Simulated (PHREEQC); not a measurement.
A made-up water analysis in mg/L, 55 °C, pH 6.77, pe -1.1:

```
constituent             mg/L
------------------  --------
Na                      7.01
K                   1.96e-06
Ca                      2.37
Mg                      3.26
Cl                      7.44
S(6) as SO4             20.2
Alkalinity as HCO3      4.53
F                    0.00218
```

Valence states are taken as typed.

Computed with PHREEQC (ion-association model, phreeqc.dat).

This is a speciation only: nothing precipitates in the calculation.

Order these S species by the share of S that they hold, largest first: NaSO4-, SO4-2, CaSO4, MgSO4.

SO4-2 (95 %), MgSO4 (4.1 %), CaSO4 (0.87 %), NaSO4- (0.15 %)

Order these C species by the share of C that they hold, largest first: HCO3-, CO2, MgHCO3+.

HCO3- (76 %), CO2 (24 %), MgHCO3+ (0.12 %)

The pH is 6.77 and the ionic strength 0.00106 mol/kgw. At this temperature some constants are extrapolated from 25 °C, and those without enthalpy data are left unchanged.
